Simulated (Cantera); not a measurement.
# Roasting and sulfation: MgO + H₂S + N₂

Charge: 1 mol MgO, a varied amount of H₂S, 12 mol N₂, held at 925 °C and 233 Torr.

These are equilibrium values from Cantera (NASA tables, ideal gas, pure condensed phases), not measurements of a reactor. Candidate condensed phases: H₂O, H₂SO₄, Mg, MgO, Mg(OH)₂, MgS, MgSO₄, S; 43 gas species. Mutual solubility and eutectic melting of coexisting phases are not modelled. Gases not in the tables: S₃ to S₇. The numbers say what is thermodynamically allowed, not how fast it happens.

```json
[
 {"n(H₂S) (mol)": "0.13", "x N₂": "0.986", "x H₂S": "0.00424", "x H₂": "0.00610", "x S₂": "0.00304", "x H₂O": "0.000345", "x SH": "1.55e-5", "x S₂O": "1.07e-7", "x SO₂": "4.21e-8", "n MgO(s)": "0.996", "n MgS(s)": "0.00420"},
 {"n(H₂S) (mol)": "0.18", "x N₂": "0.981", "x H₂S": "0.00628", "x H₂": "0.00792", "x S₂": "0.00396", "x H₂O": "0.000511", "x SH": "2.02e-5", "x S₂O": "1.59e-7", "x SO₂": "6.23e-8", "n MgO(s)": "0.994", "n MgS(s)": "0.00625"},
 {"n(H₂S) (mol)": "0.25", "x N₂": "0.975", "x H₂S": "0.00926", "x H₂": "0.0103", "x S₂": "0.00513", "x H₂O": "0.000754", "x SH": "2.62e-5", "x S₂O": "2.34e-7", "x SO₂": "9.20e-8", "n MgO(s)": "0.991", "n MgS(s)": "0.00930"},
 {"n(H₂S) (mol)": "0.34", "x N₂": "0.966", "x H₂S": "0.0132", "x H₂": "0.0130", "x S₂": "0.00651", "x H₂O": "0.00108", "x SH": "3.32e-5", "x S₂O": "3.35e-7", "x SO₂": "1.32e-7", "n MgO(s)": "0.987", "n MgS(s)": "0.0134"},
 {"n(H₂S) (mol)": "0.47", "x N₂": "0.954", "x H₂S": "0.0191", "x H₂": "0.0167", "x S₂": "0.00832", "x H₂O": "0.00156", "x SH": "4.25e-5", "x S₂O": "4.84e-7", "x SO₂": "1.90e-7", "n MgO(s)": "0.980", "n MgS(s)": "0.0196"},
 {"n(H₂S) (mol)": "0.66", "x N₂": "0.938", "x H₂S": "0.0279", "x H₂": "0.0214", "x S₂": "0.0107", "x H₂O": "0.00227", "x SH": "5.46e-5", "x S₂O": "7.05e-7", "x SO₂": "2.77e-7", "n MgO(s)": "0.971", "n MgS(s)": "0.0291"},
 {"n(H₂S) (mol)": "0.91", "x N₂": "0.917", "x H₂S": "0.0394", "x H₂": "0.0269", "x S₂": "0.0135", "x H₂O": "0.00320", "x SH": "6.87e-5", "x S₂O": "9.95e-7", "x SO₂": "3.91e-7", "n MgO(s)": "0.958", "n MgS(s)": "0.0420"},
 {"n(H₂S) (mol)": "1.3", "x N₂": "0.887", "x H₂S": "0.0569", "x H₂": "0.0345", "x S₂": "0.0172", "x H₂O": "0.00464", "x SH": "8.79e-5", "x S₂O": "1.44e-6", "x SO₂": "5.65e-7", "n MgO(s)": "0.937", "n MgS(s)": "0.0628"},
 {"n(H₂S) (mol)": "1.7", "x N₂": "0.858", "x H₂S": "0.0743", "x H₂": "0.0412", "x S₂": "0.0205", "x H₂O": "0.00605", "x SH": "0.000105", "x S₂O": "1.88e-6", "x SO₂": "7.38e-7", "n MgO(s)": "0.915", "n MgS(s)": "0.0847"},
 {"n(H₂S) (mol)": "2.4", "x N₂": "0.812", "x H₂S": "0.103", "x H₂": "0.0511", "x S₂": "0.0255", "x H₂O": "0.00838", "x SH": "0.000130", "x S₂O": "2.60e-6", "x SO₂": "1.02e-6", "n MgO(s)": "0.876", "n MgS(s)": "0.124"},
 {"n(H₂S) (mol)": "3.4", "x N₂": "0.755", "x H₂S": "0.140", "x H₂": "0.0627", "x S₂": "0.0313", "x H₂O": "0.0114", "x SH": "0.000160", "x S₂O": "3.53e-6", "x SO₂": "1.39e-6", "n MgO(s)": "0.819", "n MgS(s)": "0.181"},
 {"n(H₂S) (mol)": "4.7", "x N₂": "0.692", "x H₂S": "0.181", "x H₂": "0.0746", "x S₂": "0.0373", "x H₂O": "0.0148", "x SH": "0.000190", "x S₂O": "4.59e-6", "x SO₂": "1.80e-6", "n MgO(s)": "0.744", "n MgS(s)": "0.256"}
]
```
x: gas mole fraction; n: condensed amount in mol.

From 0.13 mol H₂S to 4.7 mol H₂S the condensed part is MgO(s) + MgS(s).
